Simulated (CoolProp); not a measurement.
Properties of n-pentane along the isotherm -34.55 °C.

Values from CoolProp's reference Helmholtz-energy equation of state, Thol 2019.

```json
[
 {"p (bar)": "12", "phase": "liquid", "cp (kJ/(kg K))": "2.086", "cv (kJ/(kg K))": "1.547", "speed of sound (m/s)": "1308", "isothermal compressibility (1/MPa)": "0.001161"},
 {"p (bar)": "24.1", "phase": "liquid", "cp (kJ/(kg K))": "2.084", "cv (kJ/(kg K))": "1.547", "speed of sound (m/s)": "1316", "isothermal compressibility (1/MPa)": "0.001144"},
 {"p (bar)": "36.1", "phase": "liquid", "cp (kJ/(kg K))": "2.082", "cv (kJ/(kg K))": "1.548", "speed of sound (m/s)": "1324", "isothermal compressibility (1/MPa)": "0.001128"},
 {"p (bar)": "48.1", "phase": "liquid", "cp (kJ/(kg K))": "2.080", "cv (kJ/(kg K))": "1.549", "speed of sound (m/s)": "1331", "isothermal compressibility (1/MPa)": "0.001112"},
 {"p (bar)": "60.1", "phase": "liquid", "cp (kJ/(kg K))": "2.079", "cv (kJ/(kg K))": "1.550", "speed of sound (m/s)": "1338", "isothermal compressibility (1/MPa)": "0.001097"},
 {"p (bar)": "72.2", "phase": "liquid", "cp (kJ/(kg K))": "2.077", "cv (kJ/(kg K))": "1.551", "speed of sound (m/s)": "1346", "isothermal compressibility (1/MPa)": "0.001082"},
 {"p (bar)": "84.2", "phase": "liquid", "cp (kJ/(kg K))": "2.075", "cv (kJ/(kg K))": "1.551", "speed of sound (m/s)": "1353", "isothermal compressibility (1/MPa)": "0.001068"},
 {"p (bar)": "96.2", "phase": "liquid", "cp (kJ/(kg K))": "2.074", "cv (kJ/(kg K))": "1.552", "speed of sound (m/s)": "1360", "isothermal compressibility (1/MPa)": "0.001054"},
 {"p (bar)": "108", "phase": "liquid", "cp (kJ/(kg K))": "2.072", "cv (kJ/(kg K))": "1.553", "speed of sound (m/s)": "1367", "isothermal compressibility (1/MPa)": "0.001041"},
 {"p (bar)": "120", "phase": "liquid", "cp (kJ/(kg K))": "2.071", "cv (kJ/(kg K))": "1.554", "speed of sound (m/s)": "1374", "isothermal compressibility (1/MPa)": "0.001028"},
 {"p (bar)": "132", "phase": "liquid", "cp (kJ/(kg K))": "2.070", "cv (kJ/(kg K))": "1.554", "speed of sound (m/s)": "1381", "isothermal compressibility (1/MPa)": "0.001015"},
 {"p (bar)": "144", "phase": "liquid", "cp (kJ/(kg K))": "2.068", "cv (kJ/(kg K))": "1.555", "speed of sound (m/s)": "1388", "isothermal compressibility (1/MPa)": "0.001003"},
 {"p (bar)": "156", "phase": "liquid", "cp (kJ/(kg K))": "2.067", "cv (kJ/(kg K))": "1.556", "speed of sound (m/s)": "1395", "isothermal compressibility (1/MPa)": "0.0009911"},
 {"p (bar)": "168", "phase": "liquid", "cp (kJ/(kg K))": "2.066", "cv (kJ/(kg K))": "1.557", "speed of sound (m/s)": "1401", "isothermal compressibility (1/MPa)": "0.0009794"}
]
```
